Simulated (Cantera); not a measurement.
What does this Cantera script print?

```python
import numpy as np
import cantera as ct

gas = ct.Solution("h2o2.yaml")
gas.TPX = 975, 560000, {'H2': 1, 'O2': 0.568, 'N2': 5.45}
reactor = ct.IdealGasConstPressureReactor(gas, energy="on", clone=False)
net = ct.ReactorNet([reactor])
net.rtol, net.atol = 1e-08, 1e-16
show = ['H2', 'O2', 'OH', 'HO2', 'H']
times = np.geomspace(1e-06, 0.3, 16)

steps = ct.SolutionArray(gas, extra=["t"])
rows = []
print(f"{'t/s':>10s}{'T/K':>9s}{'P/Pa':>11s}" + "".join(f"{s:>11s}" for s in show))
for t in times:
    while net.time < t:
        t_next = net.step()
        steps.append(gas.state, t=t_next)
    rows.append([np.interp(t, steps.t, y) for y in (steps.T, steps.P, *steps(*show).X.T)])
    print(f"{t:10.3e}{rows[-1][0]:9.1f}{rows[-1][1]:11.4g}" + "".join(f"{x:11.3e}" for x in rows[-1][2:]))
rate = np.gradient(steps.T, steps.t)
print("integrator steps:", len(steps.t))
if steps.T.max() > steps.T[0] + 200:
    print(f"time of steepest temperature rise: {steps.t[rate.argmax()]:.4e} s")
gas.TPX = 975, 560000, {'H2': 1, 'O2': 0.568, 'N2': 5.45}
gas.equilibrate("HP")
print(f"equilibrium (HP): T = {gas.T:.1f} K  " + "  ".join(f"{s} {gas[s].X[0]:.3e}" for s in show))
```

It prints:

```
       t/s      T/K       P/Pa         H2         O2         OH        HO2          H
 1.000e-06    975.0    5.6e+05  1.425e-01  8.093e-02  3.021e-13  3.713e-11  1.047e-11
 2.318e-06    975.0    5.6e+05  1.425e-01  8.093e-02  4.731e-13  1.013e-10  1.334e-11
 5.374e-06    975.0    5.6e+05  1.425e-01  8.093e-02  5.360e-13  2.612e-10  1.430e-11
 1.246e-05    975.0    5.6e+05  1.425e-01  8.093e-02  5.431e-13  6.363e-10  1.445e-11
 2.888e-05    975.0    5.6e+05  1.425e-01  8.093e-02  5.527e-13  1.508e-09  1.469e-11
 6.694e-05    975.0    5.6e+05  1.425e-01  8.093e-02  5.765e-13  3.535e-09  1.527e-11
 1.552e-04    975.0    5.6e+05  1.425e-01  8.093e-02  6.402e-13  8.278e-09  1.667e-11
 3.597e-04    975.0    5.6e+05  1.425e-01  8.093e-02  8.334e-13  1.957e-08  2.023e-11
 8.339e-04    975.0    5.6e+05  1.425e-01  8.093e-02  1.537e-12  4.806e-08  3.045e-11
 1.933e-03    975.0    5.6e+05  1.425e-01  8.093e-02  4.720e-12  1.356e-07  6.766e-11
 4.481e-03    975.0    5.6e+05  1.425e-01  8.093e-02  2.741e-11  6.091e-07  2.996e-10
 1.039e-02    975.1    5.6e+05  1.425e-01  8.092e-02  4.724e-10  5.141e-06  3.766e-09
 2.408e-02    981.2    5.6e+05  1.417e-01  8.044e-02  1.278e-08  2.744e-05  7.426e-08
 5.583e-02   2009.8    5.6e+05  1.988e-04  1.031e-02  8.142e-04  5.847e-07  1.044e-05
 1.294e-01   2009.8    5.6e+05  1.988e-04  1.031e-02  8.142e-04  5.847e-07  1.044e-05
 3.000e-01   2009.8    5.6e+05  1.988e-04  1.031e-02  8.142e-04  5.847e-07  1.044e-05
integrator steps: 1670
time of steepest temperature rise: 3.5025e-02 s
equilibrium (HP): T = 2009.8 K  H2 1.988e-04  O2 1.031e-02  OH 8.142e-04  HO2 5.847e-07  H 1.044e-05
```

Detailed kinetics in Cantera: the H2/O2 subset of GRI-Mech 3.0, which has no nitrogen chemistry. The hydrogen kinetics of GRI-Mech 3.0 are dated; newer H2 mechanisms differ, most at raised pressure.
